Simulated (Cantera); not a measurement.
A closed system holds: 1 mol SiHCl3, 0.95 mol NH3, held at 1802 °C and 0.623 Torr.

Cantera equilibrium calculation (NASA polynomials, part measured and part estimated; ideal gas, pure solids and liquids). Candidate condensed phases: NH4Cl, Si, Si3N4; 28 gas species. The tables' values for SiCl, SiCl3, SiN are old estimates; treat these amounts as uncertain. Gases not in the tables: Si2H6 and higher silanes. The numbers say what is thermodynamically allowed, not how fast it happens.

What is the equilibrium state?


| Item | Value |
|---|---|
| x(H2) | 0.285 |
| x(HCl) | 0.284 |
| x(SiCl2) | 0.185 |
| x(N2) | 0.111 |
| x(H) | 0.0493 |
| x(Si) | 0.0365 |
| x(Cl) | 0.0363 |
| x(SiCl) | 0.0117 |
| x(SiCl3) | 0.000506 |
| gas amount | 4.264 mol |
| log10 activity of Si(l) (absent) | -0.53 |
